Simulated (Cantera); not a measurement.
Charge: 1 mol Si2Cl6, 0.93 mol N2, 74 mol H2, 41 mol NH3, held at 0.290 bar.

Method: chemical equilibrium by Gibbs-energy minimisation in Cantera with the NASA 1993 tables (ideal gas, pure condensed phases). Candidate condensed phases: NH4Cl, Si, Si3N4; 28 gas species. The feed counts by its element totals alone. Gases not in the tables: Si2H6 and higher silanes. Rates play no part.

Over these rows the condensed part is Si3N4(s). Partial pressures as log10 of bar:

```
T (K)  1000/T (1/K)  log p Si  log p H2  log p N2  log p HCl
-----  ------------  --------  --------  --------  ---------
1598         0.6258     -8.43     -0.62     -1.43      -1.97
1648         0.6068         ?     -0.62     -1.43      -1.97
1698         0.5889     -7.11     -0.62     -1.43      -1.98
1748         0.5721     -6.51     -0.62     -1.43      -1.99
1798         0.5562     -5.94     -0.62     -1.43      -2.00
1848         0.5411     -5.40     -0.62     -1.43      -2.02
```

Question: Fit log p(Si) = a + b·(1000/T) to the five rows, give the apparent enthalpy, and predict the row at 1648 K.

Answer: Means: 1000/T = 0.5768, log p = -6.678. Sxy = -0.152692, Sxx = 0.0042683, so b = -35.77 and a = -6.678 − (-35.77)×0.5768 = 13.95.
Apparent enthalpy: −19.145 × (-35.77) = 685 kJ/mol. With the condensed phases at unit activity, 1/3 Si3N4(s) = Si(g) + 2/3 N2(g) links this pressure to the main gases: over the six rows their terms move log p by +0.00 in all, so the slope is close to that reaction's ΔH°. The five rows lie within 0.01 of the line.
Prediction at 1648 K: 13.95 + (-35.77)×0.6068 = -7.76. The computed value is -7.75, 0.01 from the line.
